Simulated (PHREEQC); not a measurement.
Model water analysis in mg/L, 80 °C, pH 6.99, pe 10.2:

```tsv
constituent	mg/L
Na	167
K	176
Ca	461
Mg	252
Cl	997
S(6) as SO4	941
Alkalinity as HCO3	318
Cu(2)	1.77
O(0) (dissolved oxygen)	1.22
Li	5.82
```

Valence states are taken as typed.

Model: ion-association model, wateq4f.dat, run in PHREEQC.

The ionic strength is 0.0631 mol/kgw and the charge-balance error is 4.0 %.

```
species  molality  activity   log γ
-------  --------  --------  ------
Cl-        0.0282    0.0219  -0.110
Ca+2      0.00926   0.00375  -0.392
Na+       0.00719   0.00568  -0.102
Mg+2      0.00662   0.00277  -0.379
HCO3-     0.00441   0.00351  -0.098
K+        0.00440   0.00342  -0.110
SO4-2     0.00422   0.00166  -0.405
MgSO4     0.00351   0.00357   0.006
CaSO4     0.00189   0.00192   0.006
Li+      0.000835  0.000671  -0.095
CO2      0.000773  0.000784   0.006
CaHCO3+  0.000309  0.000248  -0.095
MgHCO3+  0.000238  0.000186  -0.107
KSO4-    0.000113   8.97e-5  -0.098
```

No solid was allowed to form. Saturation is exceeded, for instance for Malachite, Atacamite; the values hold only as long as no solid forms. At this temperature some constants are extrapolated from 25 °C, and those without enthalpy data are left unchanged.
